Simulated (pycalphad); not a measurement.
Computed with pycalphad from the COST 507 light-alloy database (1999), at 1 atm. The database dates from 1999; later assessments differ in places, in temperatures and in the compounds included. Kinetics are ignored, which matters at the lower temperatures.

Task: How does the equilibrium phase assembly of Ti-15.1Hf-6.99B (at.%) change on cooling from 2577 °C to 227 °C?

Result: 
| T (°C) | phases above | phases below |
|---|---|---|
| 1557.3 | liquid | bcc + liquid |
| 1549.6 | bcc + liquid | bcc + BM + liquid |
| 1548.9 | bcc + BM + liquid | bcc + BM |
| 796.5 | bcc + BM | bcc + BM + hcp |
| 794.8 | bcc + BM + hcp | BM + hcp |
Changes were sought between steps of 50 K, so a narrower field can be missed.

Database names, with the compositions (at.%) that they take in these runs: BM: Ti 48-50 B 50 Hf 0-2.
